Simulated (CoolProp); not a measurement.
CF4 (R14) along the isotherm 195.5 K: density (kg/m³) from the reference equation and from simpler models built on Tc = 227.4 K, pc = 37.62 bar, ω = 0.178; each cubic takes its own stable root.

Model: reference Helmholtz-energy equation of state, Platzer 1990, in CoolProp. This equation is an older, rougher fit; its heat capacities, sound speeds and derivatives of the liquid may be far off and weren't checked against measurements.

```json
[
 {"p (bar)": "6.27", "phase": "gas", "reference": "37.59"},
 {"p (bar)": "12.5", "phase": "gas", "reference": "86.72"},
 {"p (bar)": "18.8", "phase": "liquid", "reference": "1290"},
 {"p (bar)": "25.1", "phase": "liquid", "reference": "1299"},
 {"p (bar)": "31.4", "phase": "liquid", "reference": "1307"},
 {"p (bar)": "37.6", "phase": "liquid", "reference": "1314"},
 {"p (bar)": "43.9", "phase": "liquid", "reference": "1321"},
 {"p (bar)": "50.2", "phase": "liquid", "reference": "1328"},
 {"p (bar)": "56.4", "phase": "liquid", "reference": "1335"}
]
```

Task: How far does each simpler model (van der Waals, Redlich-Kwong, Soave-Redlich-Kwong, Peng-Robinson) lie from the reference over these 9 states: mean and median of the absolute difference, and the worst?

Result: 
- van der Waals: mean 32.6 %, median 32.1 %, worst -88.9 % at 195.5 K and 18.8 bar
- Redlich-Kwong: mean 6.6 %, median 7.6 %, worst -10.2 % at 195.5 K and 18.8 bar
- Soave-Redlich-Kwong: mean 4.3 %, median 5.1 %, worst -6.8 % at 195.5 K and 18.8 bar
- Peng-Robinson: mean 5.5 %, median 6.4 %, worst +7.8 % at 195.5 K and 56.4 bar

At some of these states van der Waals gives the other phase, because its saturation line lies elsewhere.
